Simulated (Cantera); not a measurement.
An isothermal, constant-pressure homogeneous reactor starts with NH3 : H2 = 1 : 0.26 (molar parts), at 1725 K and 101000 Pa.

Computed with Cantera and the gas-phase N/H chemistry of the illustrative SiF4/NH3 mechanism in the Surface Chemkin manual (1991). Walls and surfaces, which speed up NH3 decomposition in real reactors, are not modelled.

Question: Predict: x(NH3) at 2.00 s; x(H2) at 2.00 s; x(H) at 2.00 s; x(N2H4) at 2.00 s; x(NH2) at 2.00 s; x(NH) at 2.00 s; x(N2) at 2.00 s.

Answer: 
```json
{
  "x(NH3) at 2.00 s": "0.190 (gas-phase equilibrium 1.11e-5)",
  "x(H2) at 2.00 s": "0.641 (gas-phase equilibrium 0.779)",
  "x(H) at 2.00 s": "9.72e-5 (gas-phase equilibrium 0.000164)",
  "x(N2H4) at 2.00 s": "3.49e-8 (gas-phase equilibrium <1e-12)",
  "x(NH2) at 2.00 s": "7.41e-5 (gas-phase equilibrium 6.03e-9)",
  "x(NH) at 2.00 s": "6.19e-7 (gas-phase equilibrium 7.09e-11)",
  "x(N2) at 2.00 s": "0.168 (gas-phase equilibrium 0.221)"
}
```
